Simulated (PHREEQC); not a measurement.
Dissolve 0.0016 mol/kgw CuSO4, 7.6e-05 mol/kgw HCl and 0.23 mol/kgw H3BO3 at 25 °C. Closed to the air; pH follows from the charge balance.

Computed with PHREEQC (ion-association model, phreeqc.dat).

| quantity | before | after |
|---|---|---|
| pH | 4.18 | 4.25 |
| ionic strength (mol/kgw) | 0.00562 | 0.00539 |
| Cu+2 (mol/kgw) | 0.00139 | 0.00133 |
| SO4-2 (mol/kgw) | 0.00138 | 0.00131 |
| CuSO4 (mol/kgw) | 0.000210 | 0.000257 |
| HSO4- (mol/kgw) | 7.06e-6 | 2.99e-5 |

Question: Name the change that produced these shifts.
A. HCl from 7.6e-05 to 6.84e-05 mol/kgw
B. temperature from 25 to 90 °C
C. H3BO3 from 0.23 to 0.253 mol/kgw
D. diluted 10-fold with water
E. CuSO4 from 0.0016 to 0.00032 mol/kgw

Answer: B, temperature from 25 to 90 °C

Precipitation was switched off in this run. Constants without temperature data keep their 25 °C values here.
